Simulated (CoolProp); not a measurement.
Model: reference Helmholtz-energy equation of state, Platzer 1990, in CoolProp. This equation is an older, rougher fit; its heat capacities, sound speeds and derivatives of the liquid may be far off and weren't checked against measurements.

Give the vapour pressure (MPa), vapour density (kg/m³), enthalpy of vaporisation (kJ/kg), surface tension (mN/m) of saturated R114 at 331.6, 366.9 K.


```json
[
 {"T (K)": "331.6", "p (MPa)": "0.557", "vapour density (kg/m³)": "40.2", "enthalpy of vaporisation (kJ/kg)": "113", "surface tension (mN/m)": "7.28"},
 {"T (K)": "366.9", "p (MPa)": "1.25", "vapour density (kg/m³)": "94.2", "enthalpy of vaporisation (kJ/kg)": "92.8", "surface tension (mN/m)": "3.79"}
]
```

Surface tension comes from a separate correlation (Mulero 2012).
